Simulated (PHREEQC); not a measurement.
A solution holds 0.0032 mol/kgw HNO3 and 0.00062 mol/kgw K2SO4, at 25 °C. Closed to the air; pH follows from the charge balance.

All values are PHREEQC results (ion-association model, phreeqc.dat), not measurements.

Problem. The ionic strength comes out as 0.00483 mol/kgw. What activity coefficients do H+, NO3-, HSO4-, KSO4-, SO4-2 get?

Solution. H+ 0.94, NO3- 0.93, HSO4- 0.93, KSO4- 0.93, SO4-2 0.75.

This is a speciation only: nothing precipitates in the calculation. Complexes and solids missing from the database can't appear.
